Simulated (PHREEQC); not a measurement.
A solution holds 0.4 mol/kgw KOH, 0.00059 mol/kgw H4SiO4 and 0.00025 mol/kgw (CH3)4NCl, at 20 °C. Closed to the air; pH follows from the charge balance.

Computed with PHREEQC (ion-association model, phreeqc.dat).

| quantity | before | after |
|---|---|---|
| pH | 13.59 | 13.47 |
| ionic strength (mol/kgw) | 0.401 | 0.415 |
| H2SiO4-2 (mol/kgw) | 0.000492 | 0.000470 |
| H3SiO4- (mol/kgw) | 9.78e-5 | 0.000120 |
| H4SiO4 (mol/kgw) | 1.25e-8 | 1.97e-8 |
| SI of Quartz (SiO2) | -3.79 | -3.60 |

Which change was made?
(A) H4SiO4 replaced by Na2SiO3 at the same molality
(B) 0.044 mol/kgw H2SO4 added
(C) diluted 5-fold with water
(D) temperature from 20 to 35 °C
(E) diluted 2-fold with water

B, 0.044 mol/kgw H2SO4 added

No solid was allowed to form. (CH3)4N+ isn't in the database: it is added as a free cation with an ion size of 4 Å.
